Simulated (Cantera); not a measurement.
A freely propagating, adiabatic, planar premixed flame of 7.22 % CH4, 0.469 % C2H6, 19.4 % O2, 73.0 % N2, unburnt at 675 K and 0.450 bar; mixture-averaged transport, grid criteria slope 0.08 and curve 0.16, no radiation.

Detailed kinetics in Cantera: GRI-Mech 3.0 (53 species, 325 reactions). Burning velocities carry a grid error of a few per cent, more on coarse grids.

x: mole fraction of selected species; z is measured from the peak of heat release.

| z (mm) | T (K) | u (m/s) | x CH4 | x C2H6 | x O2 | x HO2 | x OH | x NO |
|---|---|---|---|---|---|---|---|---|
| -1.96 | 675 | 1.78 | 0.0722 | 0.00469 | 0.193 | 2.28e-7 | <1e-8 | <1e-8 |
| -1.31 | 676 | 1.78 | 0.0720 | 0.00469 | 0.193 | 2.76e-6 | <1e-8 | <1e-8 |
| -0.979 | 680 | 1.80 | 0.0716 | 0.00467 | 0.193 | 1.24e-5 | 7.14e-8 | <1e-8 |
| -0.653 | 710 | 1.88 | 0.0695 | 0.00461 | 0.190 | 5.35e-5 | 2.39e-6 | 4.10e-8 |
| -0.326 | 973 | 2.61 | 0.0541 | 0.00388 | 0.168 | 0.000101 | 6.13e-5 | 5.32e-7 |
| -0.163 | ___ | 3.59 | ___ | ___ | ___ | ___ | ___ | ___ |
| 0 | ___ | 4.60 | ___ | ___ | ___ | ___ | ___ | ___ |
| 0.163 | 1835 | 5.04 | 0.000948 | 9.13e-7 | 0.0633 | 2.81e-5 | 0.00723 | 6.29e-6 |
| 0.326 | 1874 | 5.14 | 5.12e-5 | <1e-8 | 0.0527 | 7.27e-6 | 0.00952 | 8.29e-6 |
| 0.653 | 1912 | 5.22 | 1.73e-7 | <1e-8 | 0.0467 | 5.31e-6 | 0.0107 | 1.08e-5 |
| 1.31 | 1964 | 5.33 | <1e-8 | <1e-8 | 0.0435 | 4.45e-6 | 0.0110 | 1.50e-5 |
| 2.61 | 2031 | 5.49 | <1e-8 | <1e-8 | 0.0415 | 3.53e-6 | 0.0109 | 2.28e-5 |
| 5.22 | 2109 | 5.67 | <1e-8 | <1e-8 | 0.0393 | 2.63e-6 | 0.0101 | 3.83e-5 |

### Question
Complete the blanks.

### Answer

- -0.163, T (K): 1321
- -0.163, x CH4: 0.0323
- -0.163, x C2H6: 0.00194
- -0.163, x O2: 0.134
- -0.163, x HO2: 0.000179
- -0.163, x OH: 0.000513
- -0.163, x NO: 1.51e-6
- 0, T (K): 1679
- 0, x CH4: 0.00920
- 0, x C2H6: 0.000154
- 0, x O2: 0.0909
- 0, x HO2: 0.000153
- 0, x OH: 0.00298
- 0, x NO: 3.56e-6
